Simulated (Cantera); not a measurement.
# Gas activation for diamond growth

A perfectly stirred reactor is fed with 1.77 % CH4, 98.2 % H2, 0.0520 % N2, at 0.0188 atm; it is held at 2475 K, and followed from long to short residence time.

Detailed kinetics in Cantera: GRI-Mech 3.0 (53 species, 325 reactions). GRI-Mech 3.0 stops at C3 and has no aromatics, soot or wall deposition, so with more carbon than oxygen in the feed, carbon stays in small species such as C2H2 where larger ones or solid carbon would form. Radical loss at walls, strong at low pressure, is not modelled.

```csv
τ (s),x CH4,x H2,x H,x C2H2,x CH3,x HCN,x C2H6
3.0,7.08e-6,0.851,0.140,0.00793,2.09e-5,5.15e-5,1.74e-12
0.73,2.32e-5,0.877,0.115,0.00805,5.44e-5,2.01e-5,1.62e-11
0.18,0.000140,0.920,0.0705,0.00815,0.000192,5.33e-6,4.23e-10
0.044,0.000711,0.947,0.0432,0.00780,0.000585,1.25e-6,7.59e-9
0.011,0.00250,0.959,0.0299,0.00657,0.00140,2.94e-7,6.73e-8
0.0026,0.00710,0.966,0.0203,0.00368,0.00270,4.48e-8,3.66e-7
0.00064,0.0135,0.972,0.0107,0.000594,0.00270,2.46e-9,5.98e-7
```
x: mole fraction; the columns are a selection and need not sum to one.
